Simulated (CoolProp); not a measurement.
Properties of water along the isobar 54.4 MPa.

Model: reference Helmholtz-energy equation of state, Wagner 2002, in CoolProp.

| T (K) | phase | speed of sound (m/s) | Joule-Thomson coefficient (K/MPa) | conductivity (mW/(m K)) | fugacity coefficient |
|---|---|---|---|---|---|
| 575.7 | liquid | 1190 | 0.01720 | 612 | 0.1607 |
| 579.4 | liquid | 1176 | 0.02582 | 608 | 0.1676 |
| 583.1 | liquid | 1163 | 0.03483 | 603 | 0.1746 |
| 586.8 | liquid | 1149 | 0.04426 | 598 | 0.1818 |
| 590.4 | liquid | 1136 | 0.05387 | 594 | 0.1889 |
| 594.1 | liquid | 1122 | 0.06421 | 589 | 0.1964 |
| 597.8 | liquid | 1108 | 0.07506 | 584 | 0.2040 |
| 601.4 | liquid | 1094 | 0.08614 | 579 | 0.2116 |
| 605.1 | liquid | 1080 | 0.09809 | 574 | 0.2195 |
| 608.8 | liquid | 1066 | 0.1107 | 568 | 0.2276 |
| 612.5 | liquid | 1051 | 0.1239 | 563 | 0.2358 |
| 616.1 | liquid | 1037 | 0.1374 | 558 | 0.2439 |
| 619.8 | liquid | 1022 | 0.1521 | 552 | 0.2523 |
| 623.5 | liquid | 1007 | 0.1676 | 547 | 0.2609 |
| 627.2 | liquid | 992.4 | 0.1840 | 541 | 0.2696 |

Thermal conductivity comes from a separate model (Huber 2012).
